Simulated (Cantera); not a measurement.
A Cantera script and what it prints.

```python
import numpy as np
import cantera as ct

gas_names = """
    H HNO HNO2 HNO3 HO2 H2 H2O H2O2 N NH NH2 NH3 NH2OH NO NO2 NO3 N2 N2H2 N2H4 N2O O OH O2 O3 Si SiH
    SiH2 SiH3 SiH4 SiN SiO SiO2 Si2 Si2N Si3
""".split()
cond_names = """
    H2O(s) H2O(L) Si(cr) Si(L) SiO2(Lqz) SiO2(hqz) SiO2(L) Si2N2O(s) Si3N4(a)
""".split()


def load(file, names, dense=False):
    # The tables refer to 1 bar. Condensed volumes are neglected.
    table = {s.name: s for s in ct.Species.list_from_file(file)}
    out = []
    for n in names:
        d = dict(table[n].input_data)
        d["thermo"] = dict(d["thermo"], **{"reference-pressure": 1e5})
        if dense:
            d["equation-of-state"] = {"model": "constant-volume", "density": "1e6 g/cm^3"}
        out.append(ct.Species.from_dict(d))
    return out


gas = ct.Solution(thermo="ideal-gas", species=load("nasa_gas.yaml", gas_names))
cond = {s.name: ct.Solution(thermo="fixed-stoichiometry", species=[s], name=s.name)
        for s in load("nasa_condensed.yaml", cond_names, dense=True)}
atoms = {
    'Si3N4': {'Si': 3, 'N': 4},
    'H2O': {'H': 2, 'O': 1},
    'H2': {'H': 2},
}
top_T = {'Si2N2O(s)': 2100, 'Si3N4(a)': 2400}  # K; cautious upper limits of use, not melting points


def equilibrate(T, P, feed):
    n = {}
    for name, mol in feed.items():
        for a, k in atoms[name].items():
            n[a] = n.get(a, 0.0) + k * mol
    gas.TPX = T, P, n
    mass = sum(n.values()) * gas.mean_molecular_weight
    gas.equilibrate("TP")
    valid = [c for c in cond.values() if c.min_temp <= T <= top_T.get(c.name, c.max_temp)]
    mix = ct.Mixture([(gas, mass / gas.mean_molecular_weight)] + [(c, 0.0) for c in valid])
    mix.T, mix.P = T, P
    mix.equilibrate("TP", solver="vcs", rtol=1e-11, max_steps=5000)
    return mix


results = []
feed = {'Si3N4': 1, 'H2O': 0.039, 'H2': 36}  # mol
P = 0.94  # Pa
for T in [975, 1125, 1275, 1425, 1575, 1725, 1875, 2025]:
    mix = equilibrate(T, P, feed)
    results.append((T, P, feed, dict(zip(mix.species_names, mix.species_moles))))

top = {s: max(r[3][s] / sum(r[3][g] for g in gas_names) for r in results) for s in gas_names}
cols = sorted((s for s in top if top[s] > 0.001), key=lambda s: -top[s])[:7]
seen = [c for c in cond_names if any(r[3].get(c, 0) > 1e-12 for r in results)]
print("log10 of partial pressures in bar; condensed amounts in mol")
print(f"{'T/K':>10s}" + "".join(f"{s[:9]:>10s}" for s in cols + seen))
for T, P, feed, n in results:
    ng = sum(n[g] for g in gas_names)
    print(f"{T:10.4g}" + "".join(f"{np.log10(max(n[s] / ng * P / 1e5, 1e-99)):10.3f}" for s in cols)
          + "".join(f"{n.get(c, 0):10.4g}" for c in seen))
```

Result:

```
log10 of partial pressures in bar; condensed amounts in mol
       T/K        H2         H        Si        N2       SiO    Si(cr) Si2N2O(s)  Si3N4(a)
       975    -5.027   -11.455   -18.229    -8.470   -15.615         0     0.039     0.974
      1125    -5.027    -9.866   -13.257    -8.470   -11.429         0   0.03899     0.974
      1275    -5.039    -8.652   -10.715    -6.595    -8.868      1.48   0.03366    0.4824
      1425    -5.052    -7.692    -8.793    -6.307    -8.017     2.954         0         0
      1575    -5.059    -6.911    -7.241    -6.312    -8.022     2.722         0         0
      1725    -5.110    -6.286    -6.186    -6.351    -8.061         0         0         0
      1875    -5.176    -5.772    -6.211    -6.380    -8.090         0         0         0
      2025    -5.352    -5.392    -6.275    -6.445    -8.155         0         0         0
```

These are equilibrium values from Cantera (NASA tables, ideal gas, pure condensed phases), not measurements of a reactor. Mutual solubility and eutectic melting of coexisting phases are not modelled. The tables' values for SiN are old estimates; treat these amounts as uncertain.
